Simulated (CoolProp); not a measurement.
Vapour-liquid equilibrium of R152A (1) + R113 (2) at 4.15 bar; x and y are mole fractions of (1).

Computed with CoolProp (multi-fluid Helmholtz-energy mixture model, Outcalt 1996 and Marx 1992; pair parameters Bell 2016).

```csv
x,"bubble temperature, mixture model (K)","bubble temperature, Raoult's law (K)","y, mixture model","y, Raoult's law"
0.05,353.1,358.0,0.362,0.312
0.15,328.6,339.5,0.699,0.628
0.25,314.8,326.8,0.822,0.777
0.35,306.6,317.4,0.877,0.858
0.45,301.4,310.1,0.907,0.907
0.55,297.8,304.1,0.926,0.939
0.65,295.0,299.1,0.941,0.961
0.75,292.6,294.8,0.955,0.976
0.85,290.2,291.2,0.970,0.988
0.95,287.7,287.9,0.989,0.996
```

The largest gap from Raoult's law is -12.0 K in bubble temperature, at x = 0.25. No azeotrope shows between x = 0.05 and 0.95.

The pair parameters rest on a limited set of measurements; away from them the model extrapolates.
